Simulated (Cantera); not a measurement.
## Premixed flame

A freely propagating, adiabatic, planar premixed flame of 41.9 % H2, 10.7 % O2, 47.3 % N2, equivalence ratio 2.0, unburnt at 600 K and 100.0 Torr; mixture-averaged transport, grid criteria slope 0.08 and curve 0.16, no radiation.

Computed with Cantera and the H2/O2 subset of GRI-Mech 3.0, which has no nitrogen chemistry. Burning velocities carry a grid error of a few per cent, more on coarse grids.

```tsv
z (mm)	T (K)	u (m/s)	x H2	x O2	x OH	x H	x H2O2	x HO2
-19.3	600	6.31	0.419	0.107	<1e-8	<1e-8	<1e-8	<1e-8
-12.8	600	6.31	0.419	0.107	<1e-8	<1e-8	<1e-8	<1e-8
-9.63	600	6.31	0.419	0.107	<1e-8	<1e-8	<1e-8	<1e-8
-6.42	600	6.31	0.419	0.107	<1e-8	6.64e-7	<1e-8	9.07e-7
-3.21	612	6.43	0.417	0.107	2.85e-5	0.000661	3.81e-7	3.84e-5
-1.60	736	7.66	0.393	0.103	0.000217	0.0121	2.90e-7	2.51e-5
0	1084	11.0	0.260	0.0579	0.00177	0.0815	2.19e-7	9.72e-6
1.60	1317	13.3	0.163	0.00602	0.00284	0.123	1.48e-7	9.91e-7
3.21	1404	14.1	0.161	0.00160	0.00324	0.118	1.31e-7	2.42e-7
6.42	1504	14.9	0.169	0.00125	0.00389	0.104	1.22e-7	1.69e-7
12.8	1620	16.0	0.179	0.00102	0.00449	0.0876	9.17e-8	1.26e-7
25.7	1743	17.0	0.189	0.000747	0.00479	0.0702	5.60e-8	8.67e-8
51.3	1862	18.0	0.198	0.000478	0.00462	0.0533	3.01e-8	5.63e-8
```
x: mole fraction of selected species; z is measured from the peak of heat release.

| Property | Value |
|---|---|
| laminar burning velocity | 631 cm/s |
| thermal thickness | 6.42 mm |
| peak x(OH) | 0.00480 |
| peak x(H) | 0.123 |
| peak x(H2O2) | 4.64e-7 |
| peak x(HO2) | 3.86e-5 |
